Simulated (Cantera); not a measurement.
Pyrogenic steam for wet oxidation

An isothermal, constant-pressure homogeneous reactor starts with H2 : O2 : N2 = 1.8 : 1 : 1.6 (molar parts), at 950 K and 0.490 bar.

Computed with Cantera and GRI-Mech 3.0 (53 species, 325 reactions). The temperature is held fixed by assumption; the heat of reaction is taken as removed at once.

| t (s) | x H2 | x O2 | x NO | x N2O | x NO2 | x OH |
|---|---|---|---|---|---|---|
| 0.000400 | 0.409 | 0.227 | <1e-12 | 1.93e-12 | <1e-12 | 2.41e-6 |
| 0.00102 | 0.172 | 0.112 | 1.06e-7 | 3.11e-9 | 1.51e-8 | 1.94e-6 |
| 0.00261 | 0.172 | 0.112 | 2.80e-8 | 3.11e-9 | 9.34e-8 | 2.57e-8 |
| 0.00666 | 0.172 | 0.112 | 2.68e-8 | 3.12e-9 | 9.46e-8 | 2.79e-8 |
| 0.0170 | 0.172 | 0.112 | 3.14e-8 | 3.13e-9 | 9.01e-8 | 4.13e-8 |
| 0.0434 | 0.170 | 0.111 | 4.08e-8 | 3.20e-9 | 8.07e-8 | 8.64e-8 |
| 0.111 | 0.160 | 0.106 | 4.95e-8 | 3.49e-9 | 7.23e-8 | 1.60e-7 |
| 0.283 | 0.133 | 0.0930 | 4.87e-8 | 4.34e-9 | 7.39e-8 | 1.61e-7 |
| 0.722 | 0.0860 | 0.0701 | 4.59e-8 | 6.26e-9 | 7.82e-8 | 1.46e-7 |
| 1.84 | 0.0309 | 0.0435 | 4.08e-8 | 1.01e-8 | 8.54e-8 | 1.38e-7 |
| 4.71 | 0.00249 | 0.0298 | 1.89e-8 | 1.60e-8 | 1.09e-7 | 1.24e-7 |
| 12.0 | 0.000166 | 0.0287 | 3.45e-9 | 1.75e-8 | 1.24e-7 | 3.03e-8 |
| 30.7 | 2.29e-5 | 0.0286 | 1.70e-9 | 1.74e-8 | 1.26e-7 | 1.21e-8 |
| 78.3 | 1.77e-6 | 0.0286 | 3.89e-9 | 1.66e-8 | 1.24e-7 | 8.06e-9 |
| 200 | 2.06e-9 | 0.0286 | 8.12e-8 | 1.44e-8 | 4.67e-8 | 1.92e-8 |
x: mole fraction; the columns are a selection and need not sum to one.

Equilibrium at this temperature and pressure: H2 7.97e-11, O2 0.0286, NO 4.96e-6, N2O 2.29e-10, NO2 9.90e-8, OH 6.79e-8 (gas phase only).
